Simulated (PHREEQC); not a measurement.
A column of 0.1 m (30 cells, dispersivity 0.0035 m, 720 s a shift, diffusion coefficient 3e-10 m²/s) holds 0.044 eq of the database's cation exchanger X per kg of pore water, first in equilibrium with 5.2 mmol/kgw BaCl2, 23 mmol/kgw NH4Cl and 0.01 mmol/kgw HCl. It is flushed with 26 mmol/kgw LiCl and 0.01 mmol/kgw HCl, at 40 °C. Values are for the last cell. No CO2 enters from the air. No solid was allowed to form.

The series has 31 steps of pore volumes, from 0 to 6.017.

The numbers come from PHREEQC with the ion-association model, phreeqc.dat.

**Question.** After how many pore volumes does Li at the outlet first reach half of its feed value?

**Answer.** By 1.4 pore volumes.

Species that the database lacks are ignored. Constants without temperature data keep their 25 °C values here.
